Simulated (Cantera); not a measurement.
Input (Python, Cantera) and output of one run.

```python
import numpy as np
import cantera as ct

gas_names = """
    AL ALH ALO ALOH ALO2 ALO2H AL2 AL2O AL2O2 H HALO HO2 H2 H2O H2O2 O OH O2 O3
""".split()
cond_names = """
    AL(cr) AL(L) AL2O3(a) AL2O3(L) H2O(s) H2O(L)
""".split()


def load(file, names, dense=False):
    # The tables refer to 1 bar. Condensed volumes are neglected.
    table = {s.name: s for s in ct.Species.list_from_file(file)}
    out = []
    for n in names:
        d = dict(table[n].input_data)
        d["thermo"] = dict(d["thermo"], **{"reference-pressure": 1e5})
        if dense:
            d["equation-of-state"] = {"model": "constant-volume", "density": "1e6 g/cm^3"}
        out.append(ct.Species.from_dict(d))
    return out


gas = ct.Solution(thermo="ideal-gas", species=load("nasa_gas.yaml", gas_names))
cond = {s.name: ct.Solution(thermo="fixed-stoichiometry", species=[s], name=s.name)
        for s in load("nasa_condensed.yaml", cond_names, dense=True)}
atoms = {
    'Al2O3': {'AL': 2, 'O': 3},
    'H2': {'H': 2},
}
top_T = {}  # K; cautious upper limits of use, not melting points


def equilibrate(T, P, feed):
    n = {}
    for name, mol in feed.items():
        for a, k in atoms[name].items():
            n[a] = n.get(a, 0.0) + k * mol
    gas.TPX = T, P, n
    mass = sum(n.values()) * gas.mean_molecular_weight
    gas.equilibrate("TP")
    valid = [c for c in cond.values() if c.min_temp <= T <= top_T.get(c.name, c.max_temp)]
    mix = ct.Mixture([(gas, mass / gas.mean_molecular_weight)] + [(c, 0.0) for c in valid])
    mix.T, mix.P = T, P
    mix.equilibrate("TP", solver="vcs", rtol=1e-11, max_steps=5000)
    return mix


results = []
feed = {'Al2O3': 1, 'H2': 0.37}  # mol
T = 1875  # K
P = 150  # Pa
mix = equilibrate(T, P, feed)
results.append((T, P, feed, dict(zip(mix.species_names, mix.species_moles))))
print(gas.report(threshold=0.0001))
for i in range(1, mix.n_phases):
    print(f"{mix.phase(i).name:16s} {mix.phase_moles(i):12.5e} mol")
```

Output:

```
       temperature   1875 K
          pressure   150 Pa
           density   1.9351e-05 kg/m^3
  mean mol. weight   2.0112 kg/kmol
   phase of matter   gas

                          1 kg             1 kmol
                     ---------------   ---------------
          enthalpy         2.591e+07        5.2109e+07  J
   internal energy        1.8158e+07        3.6519e+07  J
           entropy        1.1961e+05        2.4056e+05  J/K
    Gibbs function       -1.9836e+08       -3.9894e+08  J
 heat capacity c_p             16683             33552  J/K
 heat capacity c_v             12549             25238  J/K

                      mass frac. Y      mole frac. X     chem. pot. / RT
                     ---------------   ---------------   ---------------
                AL         0.0025605        0.00019086           -16.228
                 H         0.0084088          0.016777           -12.898
                H2           0.98501           0.98266           -25.797
               H2O         0.0030153        0.00033663           -57.202
     [  +15 minor]         0.0010027        3.5001e-05

AL(L)             0.00000e+00 mol
AL2O3(a)          9.99954e-01 mol
```

Equilibrium computed with Cantera from the NASA thermochemical tables; the gas is ideal and each condensed phase is pure. The tables' values for AlOH are old estimates; treat these amounts as uncertain.
